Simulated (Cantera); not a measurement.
Input: 1 mol SiF₄, 0.048 mol C₃H₈, 460 mol H₂, equilibrated at 852 °C and 133 Pa.

Method: chemical equilibrium by Gibbs-energy minimisation in Cantera with the NASA 1993 tables (ideal gas, pure condensed phases). Candidate condensed phases: C, C₆H₆, C₇H₈, C₈H₁₈, Si, SiC; 113 gas species. The tables' values for SiF₃ are old estimates; treat these amounts as uncertain. Kinetics and transport are ignored.

Base state: H₂ 0.997, SiF₄ 0.00194, HF 0.000733, CH₄ 3.83e-5, SiHF₃ 3.50e-5, SiF₃ 2.85e-5 (mole fractions); condensed: C(graphite) + SiC(s).

Task: What changes in the equilibrium state with this change: SiF₄ replaced by SiHCl₃?

Result: 
```
species             before    after
----------------  --------  -------
H₂                   0.997    0.994
HCl                      0  0.00631
SiCl₂                    0  8.50e-5
SiF₄               0.00194        0
HF                0.000733        0
SiHF₃              3.50e-5        0
SiF₃               2.85e-5        0
CH₄                3.83e-5  3.93e-8
C(graphite), mol    0.0493        0
SiC(s), mol         0.0770    0.144
Si(s), mol               0    0.816
```
Mutual solubility and eutectic melting of coexisting phases are not modelled.
